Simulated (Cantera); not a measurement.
Input (Python, Cantera):

```python
import numpy as np
import cantera as ct

gas = ct.Solution("gri30.yaml")
gas.TPX = 1175, 870000, {'C3H8': 1, 'O2': 2.94, 'N2': 11.1, 'H2O': 0.95}
reactor = ct.IdealGasReactor(gas, energy="on", clone=False)
net = ct.ReactorNet([reactor])
net.rtol, net.atol = 1e-08, 1e-16
show = ['C3H8', 'O2', 'H2O', 'CH2', 'CO2']
times = np.geomspace(1e-06, 1, 16)

steps = ct.SolutionArray(gas, extra=["t"])
rows = []
print(f"{'t/s':>10s}{'T/K':>9s}{'P/Pa':>11s}" + "".join(f"{s:>11s}" for s in show))
for t in times:
    while net.time < t:
        t_next = net.step()
        steps.append(gas.state, t=t_next)
    rows.append([np.interp(t, steps.t, y) for y in (steps.T, steps.P, *steps(*show).X.T)])
    print(f"{t:10.3e}{rows[-1][0]:9.1f}{rows[-1][1]:11.4g}" + "".join(f"{x:11.3e}" for x in rows[-1][2:]))
rate = np.gradient(steps.T, steps.t)
print("integrator steps:", len(steps.t))
if steps.T.max() > steps.T[0] + 200:
    print(f"time of steepest temperature rise: {steps.t[rate.argmax()]:.4e} s")
gas.TPX = 1175, 870000, {'C3H8': 1, 'O2': 2.94, 'N2': 11.1, 'H2O': 0.95}
gas.equilibrate("UV")
print(f"equilibrium (UV): T = {gas.T:.1f} K  " + "  ".join(f"{s} {gas[s].X[0]:.3e}" for s in show))
```

Output:

```
       t/s      T/K       P/Pa       C3H8         O2        H2O        CH2        CO2
 1.000e-06   1175.0    8.7e+05  6.254e-02  1.839e-01  5.941e-02  4.860e-16  8.319e-15
 2.512e-06   1175.0    8.7e+05  6.254e-02  1.839e-01  5.941e-02  2.938e-15  1.237e-13
 6.310e-06   1175.0    8.7e+05  6.254e-02  1.839e-01  5.941e-02  2.133e-14  2.109e-12
 1.585e-05   1175.0    8.7e+05  6.253e-02  1.839e-01  5.941e-02  1.953e-13  4.490e-11
 3.981e-05   1174.9    8.7e+05  6.251e-02  1.838e-01  5.942e-02  1.818e-12  1.091e-09
 1.000e-04   1174.9    8.7e+05  6.240e-02  1.838e-01  5.944e-02  4.941e-12  1.274e-08
 2.512e-04   1174.9  8.703e+05  6.208e-02  1.837e-01  5.952e-02  5.622e-12  5.375e-08
 6.310e-04   1175.2  8.712e+05  6.119e-02  1.833e-01  5.976e-02  7.243e-12  1.925e-07
 1.585e-03   1177.9  8.758e+05  5.814e-02  1.817e-01  6.079e-02  1.684e-11  1.362e-06
 3.981e-03   2783.3  2.465e+06  3.699e-29  5.645e-05  1.646e-01  3.170e-11  3.260e-02
 1.000e-02   2783.3  2.465e+06  3.699e-29  5.645e-05  1.646e-01  3.170e-11  3.260e-02
 2.512e-02   2783.3  2.465e+06  3.699e-29  5.645e-05  1.646e-01  3.170e-11  3.260e-02
 6.310e-02   2783.3  2.465e+06  3.699e-29  5.645e-05  1.646e-01  3.170e-11  3.260e-02
 1.585e-01   2783.3  2.465e+06  3.699e-29  5.645e-05  1.646e-01  3.170e-11  3.260e-02
 3.981e-01   2783.3  2.465e+06  3.699e-29  5.645e-05  1.646e-01  3.170e-11  3.260e-02
 1.000e+00   2783.3  2.465e+06  3.699e-29  5.645e-05  1.646e-01  3.170e-11  3.260e-02
integrator steps: 2317
time of steepest temperature rise: 3.0433e-03 s
equilibrium (UV): T = 2783.3 K  C3H8 4.752e-29  O2 5.645e-05  H2O 1.646e-01  CH2 3.455e-11  CO2 3.260e-02
```

Model: GRI-Mech 3.0 (53 species, 325 reactions), integrated in Cantera. GRI-Mech 3.0 was tuned for natural gas; its chemistry of propane as a main component is partial and can be far from experiment.
